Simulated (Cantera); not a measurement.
An isothermal, constant-pressure homogeneous reactor starts with N₂O : N₂ = 1 : 1 (molar parts), at 1398 K and 2500 Pa. Integrator tolerance rtol = 1e-08.

Computed with Cantera and GRI-Mech 3.0 (53 species, 325 reactions). GRI-Mech 3.0 was tuned for natural gas; its chemistry of N2O as a main component is partial and can be far from experiment. Radical loss at walls, strong at low pressure, is not modelled. The mechanism lacks the step 2 NO + O2 → 2 NO2, which can matter for NO2 below about 1400 K. The temperature is held fixed by assumption; the heat of reaction is taken as removed at once.

```csv
quantity,before,after
x(N₂O) at 3.00 s,0.136 (gas-phase equilibrium 7.16e-9),0.0565 (gas-phase equilibrium 9.50e-9)
x(O₂) at 3.00 s,0.117 (gas-phase equilibrium 0.200),0.143 (gas-phase equilibrium 0.200)
x(NO₂) at 3.00 s,1.49e-5 (gas-phase equilibrium 8.13e-7),2.97e-5 (gas-phase equilibrium 1.08e-6)
x(NO) at 3.00 s,0.0569 (gas-phase equilibrium 0.000707),0.0688 (gas-phase equilibrium 0.000707)
x(N₂) at 3.00 s,0.690 (gas-phase equilibrium 0.800),0.732 (gas-phase equilibrium 0.800)
x(O) at 3.00 s,2.45e-5 (gas-phase equilibrium 2.61e-6),2.28e-5 (gas-phase equilibrium 1.97e-6)
```

Problem. What was changed between the two runs?
A) temperature 1398 to 1325 K
B) pressure from 2500 Pa to 4400 Pa
C) pressure from 2500 Pa to 88000 Pa
D) N2O 1 to 0.5 parts

Solution. B, pressure from 2500 Pa to 4400 Pa
